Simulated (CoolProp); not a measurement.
Vapour-liquid equilibrium of CF4 (R14) (1) + CHF3 (R23) (2) at 1.62 bar; x and y are mole fractions of (1).

Values from CoolProp's multi-fluid Helmholtz-energy mixture model, Platzer 1990 and Penoncello 2003; pair parameters Bell 2016. This equation is an older, rougher fit; its heat capacities, sound speeds and derivatives of the liquid may be far off and weren't checked against measurements.

Problem. Give the bubble temperature and the first vapour's composition at x = 0.2, 0.275, 0.5. Is there an azeotrope?

Solution. x = 0.2: -114.6 °C, y = 0.945; x = 0.275: -117.0 °C, y = 0.957; x = 0.5: -118.6 °C, y = 0.964. No azeotrope shows between x = 0.05 and 0.95.

The pair parameters rest on a limited set of measurements; away from them the model extrapolates. With so large a gap from Raoult's law the liquid may split in two, which this calculation doesn't test in full.
